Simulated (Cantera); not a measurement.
Input: 1 mol CaF2, 0.1 mol H2O, 57 mol H2, at 1973.15 K and 0.00240 bar.

Cantera equilibrium calculation (NASA polynomials, part measured and part estimated; ideal gas, pure solids and liquids). Candidate condensed phases: Ca, CaF2, CaO, Ca(OH)2, H2O; 29 gas species. Equilibrium is a limit: real reactors are often held back by kinetics, nucleation or transport.

Base state: H2 0.938, H 0.0267, HF 0.0163, CaF2 0.00645, Ca 0.00592, CaF 0.00446, H2O 0.00166, CaOH 1.98e-5 (mole fractions); condensed: gas only.

### Question
What changes in the equilibrium state with this change: temperature from 1973.15 K to 1873 K?

### Answer
```json
[
 {"species": "H2", "before": "0.938", "after": "0.957"},
 {"species": "H", "before": "0.0267", "after": "0.0129"},
 {"species": "HF", "before": "0.0163", "after": "0.0123"},
 {"species": "CaF2", "before": "0.00645", "after": "0.00890"},
 {"species": "Ca", "before": "0.00592", "after": "0.00385"},
 {"species": "CaOH", "before": "1.98e-5", "after": "1.48e-5"},
 {"species": "H2O", "before": "0.00166", "after": "0.00130"},
 {"species": "CaO(s), mol", "before": "0", "after": "0.0227"}
]
```
